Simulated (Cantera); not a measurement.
A Cantera script and its output.

```python
import numpy as np
import cantera as ct

gas = ct.Solution("h2o2.yaml")
gas.TPX = 675, 780000, {'H2': 1, 'O2': 0.312, 'N2': 0.938}
flame = ct.FreeFlame(gas, width=0.0095)
flame.set_refine_criteria(ratio=3, slope=0.08, curve=0.16)
flame.transport_model = "mixture-averaged"
flame.solve(loglevel=0, auto=True)
z, T = flame.grid, flame.T
thick = (T[-1] - T[0]) / np.gradient(T, z).max()
show = ['H2', 'O2', 'H', 'HO2', 'H2O', 'H2O2']
print(f"laminar burning velocity  {flame.velocity[0] * 100:.3f} cm/s")
print(f"burnt temperature         {T[-1]:.1f} K")
print(f"thermal thickness         {thick * 1e3:.4f} mm")
print(f"grid points               {len(z)}")
z0 = z[flame.heat_release_rate.argmax()]
print(f"{'z/mm':>9s}{'T/K':>9s}{'u/(m/s)':>9s}" + "".join(f"{s:>11s}" for s in show))
rows = []
for k in (-3, -2, -1.5, -1, -0.5, -0.25, 0, 0.25, 0.5, 1, 2, 4, 8):
    zz = z0 + k * thick
    rows.append([k * thick, np.interp(zz, z, T), np.interp(zz, z, flame.velocity),
                 *(np.interp(zz, z, flame.X[gas.species_index(s)]) for s in show)])
    print(f"{rows[-1][0] * 1e3:9.3f}{rows[-1][1]:9.1f}{rows[-1][2]:9.3f}" + "".join(f"{x:11.3e}" for x in rows[-1][3:]))
```

Output:

```
laminar burning velocity  1356.999 cm/s
burnt temperature         2661.3 K
thermal thickness         0.0326 mm
grid points               109
     z/mm      T/K  u/(m/s)         H2         O2          H        HO2        H2O       H2O2
   -0.098    675.0   13.570  4.444e-01  1.387e-01  1.502e-15  1.291e-11  3.140e-11  4.963e-14
   -0.065    675.0   13.570  4.444e-01  1.387e-01  7.998e-13  1.884e-09  3.246e-09  7.486e-12
   -0.049    675.0   13.570  4.444e-01  1.387e-01  8.335e-11  4.491e-08  5.980e-08  1.831e-10
   -0.033    675.4   13.572  4.442e-01  1.387e-01  3.578e-08  2.521e-06  2.513e-06  1.139e-08
   -0.016    718.0   14.258  4.357e-01  1.393e-01  2.070e-04  7.175e-04  1.622e-03  1.100e-05
   -0.008   1017.3   19.515  3.930e-01  1.313e-01  6.633e-03  9.430e-04  2.952e-02  5.987e-05
    0.000   1498.2   27.802  2.994e-01  9.175e-02  3.347e-02  4.541e-04  1.174e-01  1.681e-05
    0.008   1838.8   33.680  2.148e-01  3.986e-02  5.936e-02  1.832e-04  2.152e-01  4.134e-06
    0.016   2014.7   36.632  1.795e-01  1.496e-02  6.618e-02  6.504e-05  2.621e-01  2.516e-06
    0.033   2179.8   39.258  1.694e-01  3.908e-03  5.883e-02  1.664e-05  2.855e-01  1.348e-06
    0.065   2329.7   41.518  1.739e-01  1.697e-03  4.413e-02  7.293e-06  2.954e-01  8.062e-07
    0.130   2458.7   43.391  1.792e-01  8.719e-04  3.033e-02  3.575e-06  3.035e-01  5.142e-07
    0.261   2554.9   44.744  1.832e-01  3.956e-04  1.975e-02  1.471e-06  3.103e-01  3.050e-07
```

Model: the H2/O2 subset of GRI-Mech 3.0, which has no nitrogen chemistry, integrated in Cantera. The hydrogen kinetics of GRI-Mech 3.0 are dated; newer H2 mechanisms differ, most at raised pressure. Burning velocities carry a grid error of a few per cent, more on coarse grids.
